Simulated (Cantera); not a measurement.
Charge: 1 mol SiH₄, 0.3 mol C₂H₄, 1800 mol H₂, at 100 Torr.

Method: chemical equilibrium by Gibbs-energy minimisation in Cantera with the NASA 1993 tables (ideal gas, pure condensed phases). Candidate condensed phases: C, C₆H₆, C₇H₈, C₈H₁₈, Si, SiC; 87 gas species. Gases not in the tables: Si₂H₆ and higher silanes. Rates play no part. All values below are at 2123 K.

Base state: H₂ 0.990, H 0.00977, Si 0.000368, C₂H₂ (acetylene) 0.000139, SiH 6.91e-5, SiH₂ 5.86e-5, Si₂C 1.64e-5, CH₄ 1.19e-5 (mole fractions); condensed: SiC(s).

### Question
What changes in the equilibrium state with this change: pressure from 100 Torr to 1.00 Torr?

### Answer
```csv
species,before,after
H₂,0.990,0.906
H,0.00977,0.0935
Si,0.000368,0.000514
CH₄,1.19e-5,1.09e-7
SiH₂,5.86e-5,7.49e-7
Si₂C,1.64e-5,3.52e-7
SiH,6.91e-5,9.23e-6
C₂H₂ (acetylene),0.000139,0.000154
"SiC(s), mol",0.0317,0
```
